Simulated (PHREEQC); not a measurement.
Make-up at 40 °C: 0.0004 mol HCl, 0.0021 mol MnSO4 and 0.0018 mol MgSO4 per kg of water. Closed to the air; pH follows from the charge balance.

All values are PHREEQC results (ion-association model, phreeqc.dat), not measurements.

Precipitation was switched off in this run.

### Question
Order these S species by the share of S that they hold, largest first: SO4-2, HSO4-, MnSO4, MgSO4.

### Answer
SO4-2 (73 %), MgSO4 (13 %), MnSO4 (12 %), HSO4- (2.1 %)

The pH is 3.54 and the ionic strength 0.0120 mol/kgw. Constants without temperature data keep their 25 °C values here.
